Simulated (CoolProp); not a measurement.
R1234ze(Z) along the isotherm 440 K: Z from the reference equation and from simpler models built on Tc = 423.3 K, pc = 3.531 MPa, ω = 0.327; each cubic takes its own stable root.

Computed with CoolProp (reference Helmholtz-energy equation of state, Akasaka 2019).

| p (MPa) | phase | reference | Soave-Redlich-Kwong | Peng-Robinson |
|---|---|---|---|---|
| 0.0279 | gas | 0.9974 | 0.9976 | 0.9974 |
| 0.0573 | gas | 0.9947 | 0.9952 | 0.9946 |
| 0.118 | gas | 0.9890 | 0.9900 | 0.9888 |
| 0.242 | gas | 0.9773 | 0.9794 | 0.9769 |
| 0.496 | gas | 0.9529 | 0.9572 | 0.9521 |
| 1.02 | gas | 0.9002 | 0.9094 | 0.8991 |
| 2.09 | gas | 0.7803 | 0.8006 | 0.7807 |
| 4.3 | supercritical | 0.3988 | 0.4523 | 0.4255 |
| 8.83 | supercritical | 0.3464 | 0.4371 | 0.3958 |
